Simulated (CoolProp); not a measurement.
R142b at several states: density (kg/m³) from the reference equation and from simpler models built on Tc = 410.3 K, pc = 40.55 bar, ω = 0.232; each cubic takes its own stable root.

Values from CoolProp's reference Helmholtz-energy equation of state, Lemmon 2006. It is a short technical equation, of lower accuracy than the large ones.

```csv
T (K),p (bar),phase,reference,van der Waals,Redlich-Kwong,Soave-Redlich-Kwong
397,0.274,gas,0.8364,0.8360,0.8363,0.8363
153.5,0.737,liquid,1428,[?],1244,1254
354.2,0.177,gas,0.6055,0.6051,0.6054,0.6054
411.5,9.39,gas,[?],29.74,30.06,30.06
187.2,149,liquid,1373,829.6,[?],1226
421.8,4.8,gas,14.30,14.24,14.30,14.29
```

### Question
Complete the blanks.

### Answer

- 153.5, van der Waals: 834.4
- 411.5, reference: 30.10
- 187.2, Redlich-Kwong: 1212
